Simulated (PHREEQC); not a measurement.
Make-up at 46 °C: 0.41 mol NaHSO4 and 0.00047 mol Na2B4O7 per kg of water. Closed to the air; pH follows from the charge balance.

All values are PHREEQC results (ion-association model, wateq4f.dat), not measurements.

Each row changes one thing in this solution. Precipitation was switched off in this run.

```tsv
case	pH	ionic strength (mol/kgw)	Na+ (mol/kgw)	HSO4- (mol/kgw)	SO4-2 (mol/kgw)	NaSO4- (mol/kgw)	SI of Mirabilite (Na2SO4:10H2O)
as made	1.08	0.568	0.379	0.299	0.0790	0.0323	-2.86
0.012 mol/kgw K2HPO4 added	1.13	0.582	0.377	0.287	0.0853	0.0345	-2.84
Na2B4O7 replaced by NaHF2 at the same molality	1.08	0.568	0.378	0.299	0.0789	0.0323	-2.86
diluted 10-fold with water	1.80	0.0760	0.0396	0.0220	0.0175	0.00154	-4.98
diluted 100-fold with water	2.55	0.0102	0.00406	0.000998	0.00306	4.60e-5	-7.38
NaHSO4 replaced by CuSO4 at the same molality	4.33	0.721	0.000797	0.000353	0.180	0.000143	-7.88
```

The ionic strength passes 0.7 mol/kgw, the rough limit of the ion-association models, in NaHSO4 replaced by CuSO4 at the same molality. Some of these states are supersaturated (in Tenorite (slow to form), for instance). H3PO4, which wateq4f.dat lacks, is added to it with the constant of phreeqc.dat. Constants without temperature data keep their 25 °C values here.
